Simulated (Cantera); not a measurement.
What does this Cantera script print?

```python
import numpy as np
import cantera as ct

gas = ct.Solution("gri30.yaml")
gas.TPX = 1450, 101325, {'CO': 0.0072, 'O2': 0.088, 'H2O': 0.0004, 'N2': 1}
reactor = ct.IdealGasConstPressureReactor(gas, energy="off", clone=False)
net = ct.ReactorNet([reactor])
net.rtol, net.atol = 1e-08, 1e-18
show = ['CO', 'O2', 'H2O', 'HO2', 'O', 'H2']
times = np.geomspace(9e-05, 1, 11)

steps = ct.SolutionArray(gas, extra=["t"])
rows = []
print(f"{'t/s':>10s}{'T/K':>9s}{'P/Pa':>11s}" + "".join(f"{s:>11s}" for s in show))
for t in times:
    while net.time < t:
        t_next = net.step()
        steps.append(gas.state, t=t_next)
    rows.append([np.interp(t, steps.t, y) for y in (steps.T, steps.P, *steps(*show).X.T)])
    print(f"{t:10.3e}{rows[-1][0]:9.1f}{rows[-1][1]:11.4g}" + "".join(f"{x:11.3e}" for x in rows[-1][2:]))
rate = np.gradient(steps.T, steps.t)
print("integrator steps:", len(steps.t))
if steps.T.max() > steps.T[0] + 200:
    print(f"time of steepest temperature rise: {steps.t[rate.argmax()]:.4e} s")
gas.TPX = 1450, 101325, {'CO': 0.0072, 'O2': 0.088, 'H2O': 0.0004, 'N2': 1}
gas.equilibrate("TP")
print(f"equilibrium (TP): T = {gas.T:.1f} K  " + "  ".join(f"{s} {gas[s].X[0]:.3e}" for s in show))
```

Output:

```
       t/s      T/K       P/Pa         CO         O2        H2O        HO2          O         H2
 9.000e-05   1450.0  1.013e+05  6.572e-03  8.032e-02  3.651e-04  2.135e-10  6.220e-08  6.489e-13
 2.285e-04   1450.0  1.013e+05  6.572e-03  8.032e-02  3.651e-04  8.316e-10  1.641e-07  9.577e-12
 5.800e-04   1450.0  1.013e+05  6.571e-03  8.032e-02  3.651e-04  6.577e-09  5.551e-07  1.579e-10
 1.472e-03   1450.0  1.013e+05  6.565e-03  8.031e-02  3.646e-04  1.074e-07  5.780e-06  4.617e-09
 3.737e-03   1450.0  1.013e+05  5.740e-03  7.963e-02  3.310e-04  1.413e-06  5.454e-04  1.207e-06
 9.487e-03   1450.0  1.013e+05  1.451e-03  7.760e-02  3.239e-04  1.424e-06  6.334e-04  1.543e-06
 2.408e-02   1450.0  1.013e+05  2.165e-04  7.732e-02  3.504e-04  5.125e-07  1.081e-04  2.738e-07
 6.113e-02   1450.0  1.013e+05  2.950e-05  7.729e-02  3.598e-04  1.316e-07  1.815e-05  4.445e-08
 1.552e-01   1450.0  1.013e+05  3.378e-06  7.729e-02  3.633e-04  2.670e-08  3.598e-06  8.470e-09
 3.939e-01   1450.0  1.013e+05  3.096e-07  7.729e-02  3.647e-04  6.503e-09  9.703e-07  2.211e-09
 1.000e+00   1450.0  1.013e+05  5.913e-08  7.729e-02  3.651e-04  3.919e-09  5.709e-07  1.274e-09
integrator steps: 1439
equilibrium (TP): T = 1450.0 K  CO 5.354e-08  O2 7.697e-02  H2O 3.651e-04  HO2 3.832e-09  O 5.571e-07  H2 1.247e-09
```

Computed with Cantera and GRI-Mech 3.0 (53 species, 325 reactions).
